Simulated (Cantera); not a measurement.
## Stirred combustor or abatement burner

A perfectly stirred reactor is fed with 7.35 % CO, 0.544 % H₂, 5.07 % CH₄, 18.3 % O₂, 68.8 % N₂, at 1.10 bar; it is adiabatic with a 350 K inlet, and is followed from long to short residence time, starting on the burning branch (τ in s: 0.28, 0.12, 0.05, 0.021, 0.0089, 0.0038, 0.0016, 0.00068, 0.00029, 0.00012, 5.2e-05).

Detailed kinetics in Cantera: GRI-Mech 3.0 (53 species, 325 reactions).

```
τ (s)    T (K)     x CO      x H₂     x CH₄       x H     x C₂H   x H₂O   x CO₂
-------  -----  -------  --------  --------  --------  --------  ------  ------
0.28      2075  0.00187  0.000323   1.26e-6   5.86e-5    <1e-12   0.109   0.127
0.12      2071  0.00235  0.000400   2.57e-6   8.12e-5    <1e-12   0.109   0.127
0.050     2060  0.00334  0.000563   5.00e-6  0.000137    <1e-12   0.109   0.125
0.021     2041  0.00509  0.000860   9.12e-6  0.000264  2.07e-12   0.108   0.124
0.0089    2011  0.00781   0.00134   1.62e-5  0.000533  4.19e-12   0.107   0.121
0.0038    1968   0.0116   0.00203   2.90e-5   0.00105  7.63e-12   0.105   0.116
0.0016    1908   0.0166   0.00296   5.44e-5   0.00200  1.35e-11   0.103   0.111
0.00068   1832   0.0229   0.00405  0.000108   0.00348  2.43e-11  0.0998   0.104
0.00029   1734   0.0314   0.00516  0.000244   0.00534  4.78e-11  0.0967  0.0941
0.00012   1586   0.0486   0.00621  0.000824   0.00604  1.17e-10  0.0937  0.0750
5.2e-5     350   0.0735   0.00544    0.0507    <1e-12    <1e-12  <1e-12  <1e-12
```
x: mole fraction; the columns are a selection and need not sum to one.
